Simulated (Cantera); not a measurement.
A Cantera script and what it prints.

```python
import numpy as np
import cantera as ct

gas_names = [...]  # 151 gases of nasa_gas.yaml made of C, H, N, O, Si
cond_names = """
    C(gr) C6H6(L) C7H8(L) C8H18(L),n-octa H2O(s) H2O(L) Si(cr) Si(L) SiC(b) SiO2(Lqz) SiO2(hqz) SiO2(L)
    Si2N2O(s) Si3N4(a)
""".split()


# ... load() reads the species with a 1 bar reference pressure and builds the phases ...
atoms = {
    'Si3N4': {'Si': 3, 'N': 4},
    'CO2': {'C': 1, 'O': 2},
    'H2': {'H': 2},
}
top_T = {'C(gr)': 4500, 'SiC(b)': 3050, 'Si2N2O(s)': 2100, 'Si3N4(a)': 2400}  # K; cautious upper limits of use, not melting points


# ... equilibrate(T, P, feed) seeds the gas with the atoms and calls Mixture.equilibrate('TP', solver="gibbs", rtol=1e-10, max_steps=50000) ...
results = []
feed = {'Si3N4': 1, 'CO2': 0.017, 'H2': 43}  # mol
P = 1700  # Pa
for T in [1925, 1950, 1975, 2000, 2025, 2050, 2075, 2100]:
    mix = equilibrate(T, P, feed)
    results.append((T, P, feed, dict(zip(mix.species_names, mix.species_moles))))

top = {s: max(r[3][s] / sum(r[3][g] for g in gas_names) for r in results) for s in gas_names}
cols = sorted((s for s in top if top[s] > 0.001), key=lambda s: -top[s])[:6]
seen = [c for c in cond_names if any(r[3].get(c, 0) > 1e-12 for r in results)]
print("log10 of partial pressures in bar; condensed amounts in mol")
print(f"{'T/K':>10s}" + "".join(f"{s[:9]:>10s}" for s in cols + seen))
for T, P, feed, n in results:
    ng = sum(n[g] for g in gas_names)
    print(f"{T:10.4g}" + "".join(f"{np.log10(max(n[s] / ng * P / 1e5, 1e-99)):10.3f}" for s in cols)
          + "".join(f"{n.get(c, 0):10.4g}" for c in seen))
```

Output:

```
log10 of partial pressures in bar; condensed amounts in mol
       T/K        H2        N2         H        Si     Si(L)    SiC(b)
      1925    -1.793    -3.125    -3.916    -4.759     2.908  0.005602
      1950    -1.794    -3.125    -3.838    -4.623      2.89  0.003389
      1975    -1.795    -3.126    -3.761    -4.490     2.866 0.0006926
      2000    -1.796    -3.127    -3.687    -4.361     2.831         0
      2025    -1.798    -3.128    -3.615    -4.235     2.784         0
      2050    -1.800    -3.129    -3.544    -4.112     2.724         0
      2075    -1.802    -3.130    -3.475    -3.992     2.647         0
      2100    -1.804    -3.132    -3.408    -3.875     2.549         0
```

Method: chemical equilibrium by Gibbs-energy minimisation in Cantera with the NASA 1993 tables (ideal gas, pure condensed phases). Mutual solubility and eutectic melting of coexisting phases are not modelled. The tables' values for SiN are old estimates; treat these amounts as uncertain. Gases not in the tables: Si2H6 and higher silanes.
